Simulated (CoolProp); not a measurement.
Aqueous ammonia as a coolant, at 26 °C, 1 atm.

Computed with CoolProp (Melinder's fits for secondary coolants).

```tsv
mass %	freezing point (°C)	Prandtl number	conductivity (W/(m K))	density (kg/m³)	cp (kJ/(kg K))
5.7	-7.0	7.04	0.567	972.3	4.187
7.6	-9.8	7.25	0.555	?	4.189
9.4	-12.6	7.47	0.545	957.7	4.191
11.2	-15.7	7.73	?	950.9	4.193
13	-19.1	8.04	0.524	944.3	4.195
14.8	-22.8	8.38	0.514	937.8	4.197
16.6	-27.0	8.73	0.505	931.4	4.200
18.4	-31.7	9.06	0.496	925.2	4.203
20.2	-37.1	?	0.488	919.1	4.207
22	-43.2	9.54	0.481	913.1	4.211
23.8	-50.2	9.67	0.475	907.2	4.216
```

Q: Fill in the missing entries.

A: 
- 7.6, density (kg/m³): 964.7
- 11.2, conductivity (W/(m K)): 0.534
- 20.2, Prandtl number: 9.34
